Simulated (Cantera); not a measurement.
## Gas activation for diamond growth

An isothermal, constant-pressure homogeneous reactor starts with CH₄ : H₂ = 0.032 : 1 (molar parts), at 1500 K and 57.0 Torr.

Detailed kinetics in Cantera: GRI-Mech 3.0 (53 species, 325 reactions). GRI-Mech 3.0 stops at C3 and has no aromatics, soot or wall deposition, so with more carbon than oxygen in the feed, carbon stays in small species such as C2H2 where larger ones or solid carbon would form.

```json
[
 {"t (s)": "1.00e-5", "x CH₄": "0.0310", "x H₂": "0.969", "x C₂H₄": "<1e-12", "x CH₂": "<1e-12", "x C₂H": "<1e-12"},
 {"t (s)": "2.39e-5", "x CH₄": "0.0310", "x H₂": "0.969", "x C₂H₄": "<1e-12", "x CH₂": "<1e-12", "x C₂H": "<1e-12"},
 {"t (s)": "5.72e-5", "x CH₄": "0.0310", "x H₂": "0.969", "x C₂H₄": "<1e-12", "x CH₂": "<1e-12", "x C₂H": "<1e-12"},
 {"t (s)": "0.000137", "x CH₄": "0.0310", "x H₂": "0.969", "x C₂H₄": "<1e-12", "x CH₂": "<1e-12", "x C₂H": "<1e-12"},
 {"t (s)": "0.000327", "x CH₄": "0.0310", "x H₂": "0.969", "x C₂H₄": "2.74e-12", "x CH₂": "<1e-12", "x C₂H": "<1e-12"},
 {"t (s)": "0.000782", "x CH₄": "0.0310", "x H₂": "0.969", "x C₂H₄": "3.87e-11", "x CH₂": "<1e-12", "x C₂H": "<1e-12"},
 {"t (s)": "0.00187", "x CH₄": "0.0310", "x H₂": "0.969", "x C₂H₄": "5.36e-10", "x CH₂": "5.61e-12", "x C₂H": "<1e-12"},
 {"t (s)": "0.00447", "x CH₄": "0.0310", "x H₂": "0.969", "x C₂H₄": "7.65e-9", "x CH₂": "3.19e-11", "x C₂H": "<1e-12"},
 {"t (s)": "0.0107", "x CH₄": "0.0310", "x H₂": "0.969", "x C₂H₄": "1.18e-7", "x CH₂": "1.72e-10", "x C₂H": "<1e-12"},
 {"t (s)": "0.0256", "x CH₄": "0.0310", "x H₂": "0.969", "x C₂H₄": "1.70e-6", "x CH₂": "7.38e-10", "x C₂H": "<1e-12"},
 {"t (s)": "0.0612", "x CH₄": "0.0309", "x H₂": "0.969", "x C₂H₄": "1.09e-5", "x CH₂": "1.56e-9", "x C₂H": "<1e-12"},
 {"t (s)": "0.146", "x CH₄": "0.0308", "x H₂": "0.969", "x C₂H₄": "2.10e-5", "x CH₂": "1.70e-9", "x C₂H": "4.80e-12"},
 {"t (s)": "0.350", "x CH₄": "0.0306", "x H₂": "0.969", "x C₂H₄": "2.42e-5", "x CH₂": "1.69e-9", "x C₂H": "1.72e-11"},
 {"t (s)": "0.836", "x CH₄": "0.0300", "x H₂": "0.969", "x C₂H₄": "2.91e-5", "x CH₂": "1.66e-9", "x C₂H": "4.66e-11"},
 {"t (s)": "2.00", "x CH₄": "0.0288", "x H₂": "0.970", "x C₂H₄": "4.01e-5", "x CH₂": "1.61e-9", "x C₂H": "1.13e-10"}
]
```
x: mole fraction; the columns are a selection and need not sum to one.

Equilibrium at this temperature and pressure: CH₄ 0.00672, H₂ 0.981, C₂H₄ 0.000243, CH₂ 4.74e-10, C₂H 1.41e-9 (gas phase only).
